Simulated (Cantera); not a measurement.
Mixture: CH4 : CO : O2 : N2 = 1 : 0.091 : 2.2 : 8.27 (molar parts), at 10.0 bar, adiabatic and at constant pressure. Ignition delay is the time to a rise of 400 K.

Computed with Cantera and GRI-Mech 3.0 (53 species, 325 reactions).

Q: What does this change do: N2 8.27 to 20 parts?

A: 
| quantity | before | after |
|---|---|---|
| delay at 1173 K | 7.31 ms | 16.5 ms |
| delay at 1273 K | 2.09 ms | 4.93 ms |
| delay at 1373 K | 0.677 ms | 1.63 ms |
| delay at 1473 K | 0.243 ms | 0.577 ms |
| delay at 1573 K | 95.2 µs | 0.216 ms |
| delay at 1673 K | 40.8 µs | 86.7 µs |
| apparent activation energy between 1473 and 1673 K | 180 kJ/mol | 190 kJ/mol |

Q: What does this change do: constant volume in place of constant pressure?

A: 
```tsv
quantity	before	after
delay at 1173 K	7.31 ms	6.99 ms
delay at 1273 K	2.09 ms	1.98 ms
delay at 1373 K	0.677 ms	0.635 ms
delay at 1473 K	0.243 ms	0.226 ms
delay at 1573 K	95.2 µs	88.4 µs
delay at 1673 K	40.8 µs	37.8 µs
apparent activation energy between 1473 and 1673 K	180 kJ/mol	180 kJ/mol
```
